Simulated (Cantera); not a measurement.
Input (Python, Cantera) and output of one run.

```python
import numpy as np
import cantera as ct

gas_names = """
    CL CL2 H HCL H2 Si SiCL SiCL2 SiCL3 SiCL4 SiH SiHCL3 SiH2 SiH2CL2 SiH3 SiH3CL SiH4 Si2 Si3
""".split()
cond_names = """
    Si(cr) Si(L)
""".split()


def load(file, names, dense=False):
    # The tables refer to 1 bar. Condensed volumes are neglected.
    table = {s.name: s for s in ct.Species.list_from_file(file)}
    out = []
    for n in names:
        d = dict(table[n].input_data)
        d["thermo"] = dict(d["thermo"], **{"reference-pressure": 1e5})
        if dense:
            d["equation-of-state"] = {"model": "constant-volume", "density": "1e6 g/cm^3"}
        out.append(ct.Species.from_dict(d))
    return out


gas = ct.Solution(thermo="ideal-gas", species=load("nasa_gas.yaml", gas_names))
cond = {s.name: ct.Solution(thermo="fixed-stoichiometry", species=[s], name=s.name)
        for s in load("nasa_condensed.yaml", cond_names, dense=True)}
atoms = {
    'Si': {'Si': 1},
    'HCl': {'H': 1, 'CL': 1},
    'H2': {'H': 2},
}
top_T = {}  # K; cautious upper limits of use, not melting points


def equilibrate(T, P, feed):
    n = {}
    for name, mol in feed.items():
        for a, k in atoms[name].items():
            n[a] = n.get(a, 0.0) + k * mol
    gas.TPX = T, P, n
    mass = sum(n.values()) * gas.mean_molecular_weight
    gas.equilibrate("TP")
    valid = [c for c in cond.values() if c.min_temp <= T <= top_T.get(c.name, c.max_temp)]
    mix = ct.Mixture([(gas, mass / gas.mean_molecular_weight)] + [(c, 0.0) for c in valid])
    mix.T, mix.P = T, P
    mix.equilibrate("TP", solver="vcs", rtol=1e-11, max_steps=5000)
    return mix


results = []
feed = {'Si': 1, 'HCl': 1.1, 'H2': 11}  # mol
T = 848  # K
for P in [10000, 31000, 98000, 310000, 960000, 3000000]:
    mix = equilibrate(T, P, feed)
    results.append((T, P, feed, dict(zip(mix.species_names, mix.species_moles))))

top = {s: max(r[3][s] / sum(r[3][g] for g in gas_names) for r in results) for s in gas_names}
cols = sorted((s for s in top if top[s] > 0.001), key=lambda s: -top[s])[:7]
seen = [c for c in cond_names if any(r[3].get(c, 0) > 1e-12 for r in results)]
print("log10 of partial pressures in bar; condensed amounts in mol")
print(f"{'P/Pa':>10s}" + "".join(f"{s[:9]:>10s}" for s in cols + seen))
for T, P, feed, n in results:
    ng = sum(n[g] for g in gas_names)
    print(f"{P:10.4g}" + "".join(f"{np.log10(max(n[s] / ng * P / 1e5, 1e-99)):10.3f}" for s in cols)
          + "".join(f"{n.get(c, 0):10.4g}" for c in seen))
```

Output:

```
log10 of partial pressures in bar; condensed amounts in mol
      P/Pa        H2    SiHCL3     SiCL4   SiH2CL2       HCL    Si(cr)
     1e+04    -1.012    -3.066    -2.799    -4.389    -3.536    0.7056
   3.1e+04    -0.521    -2.482    -2.349    -3.673    -3.178    0.6957
   9.8e+04    -0.021    -1.899    -1.905    -2.951    -2.817    0.6846
   3.1e+05     0.479    -1.328    -1.477    -2.237    -2.460    0.6722
   9.6e+05     0.969    -0.782    -1.075    -1.546    -2.114    0.6582
     3e+06     1.463    -0.248    -0.692    -0.860    -1.771    0.6418
```

Equilibrium computed with Cantera from the NASA thermochemical tables; the gas is ideal and each condensed phase is pure. The tables' values for SiCl3 are old estimates; treat these amounts as uncertain.
